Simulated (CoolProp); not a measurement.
Model: reference Helmholtz-energy equation of state, Penoncello 2003, in CoolProp.

Give the vapour pressure (bar), vapour Z, liquid conductivity (mW/(m K)) of saturated CHF3 (R23) at -29.75, -26.05, -22.45 °C.


| T (°C) | p (bar) | vapour Z | liquid conductivity (mW/(m K)) |
|---|---|---|---|
| -29.75 | 10.2 | 0.811 | 97.9 |
| -26.05 | 11.5 | 0.795 | 95.6 |
| -22.45 | 12.9 | 0.778 | 93.3 |

Thermal conductivity comes from a separate model (Shan 2000).
